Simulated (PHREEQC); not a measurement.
Model water analysis in mmol/kgw, 4.5 °C, pH 6.42, pe 10.1:

| constituent | mmol/kgw |
|---|---|
| Na | 7.99 |
| K | 1.96 |
| Ca | 6.51 |
| Mg | 0.27 |
| Cl | 4.3 |
| S(6) | 1.33 |
| Alkalinity (meq/kgw) | 16.1 |
| Li | 0.00677 |
| Zn | 0.0118 |

Na is adjusted to close the charge balance.
Valence states are taken as typed.

The numbers come from PHREEQC with the ion-association model, phreeqc.dat.

```json
{
 "ionic_strength": "0.0291 mol/kgw",
 "specific_conductance": "1210 µS/cm"
}
```

```tsv
species	molality	activity	log γ
CO2	0.0169	0.0170	0.003
HCO3-	0.0156	0.0135	-0.065
Na+	0.00744	0.00638	-0.066
Ca+2	0.00585	0.00322	-0.259
Cl-	0.00430	0.00366	-0.070
K+	0.00196	0.00166	-0.070
SO4-2	0.00103	0.000558	-0.265
CaHCO3+	0.000392	0.000339	-0.063
CaSO4	0.000269	0.000271	0.003
Mg+2	0.000237	0.000132	-0.252
NaHCO3	5.43e-5	5.47e-5	0.003
MgHCO3+	2.34e-5	2.00e-5	-0.069
```

This is a speciation only: nothing precipitates in the calculation. At this temperature some constants are extrapolated from 25 °C, and those without enthalpy data are left unchanged. The database's zinc carbonate complexes are estimates, stronger than later reviews accept.
